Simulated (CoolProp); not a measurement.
Vapour-liquid equilibrium of R22 (1) + R123 (2) at 697 kPa; x and y are mole fractions of (1).

Model: multi-fluid Helmholtz-energy mixture model, Kamei 1995 and Younglove 1994; pair parameters Bell 2016, in CoolProp.

Give the bubble temperature and the first vapour's composition at x = 0.35, 0.65, 0.95. Is there an azeotrope?

x = 0.35: 319.8 K, y = 0.792; x = 0.65: 298.5 K, y = 0.940; x = 0.95: 285.7 K, y = 0.994. No azeotrope shows between x = 0.05 and 0.95.

The pair parameters rest on a limited set of measurements; away from them the model extrapolates.
